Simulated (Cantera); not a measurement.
Feed: 1 mol toluene, 2.6 mol NH₃, at 1.20 bar.

These are equilibrium values from Cantera (NASA tables, ideal gas, pure condensed phases), not measurements of a reactor. Candidate condensed phases: C, C₆H₆, C₇H₈, C₈H₁₈; 92 gas species. The numbers say what is thermodynamically allowed, not how fast it happens.

Q: What share of the C ends up in condensed phases as a function of T (K), at 575, 775, 975, 1175, 1375, 1575, 1775, 1975?

A: 
```
T (K)  C condensed (%)           as
-----  ---------------  -----------
575               45.7  C(graphite)
775               62.5  C(graphite)
975               89.5  C(graphite)
1175              97.9  C(graphite)
1375              99.4  C(graphite)
1575              99.7  C(graphite)
1775              99.6  C(graphite)
1975              99.2  C(graphite)
```
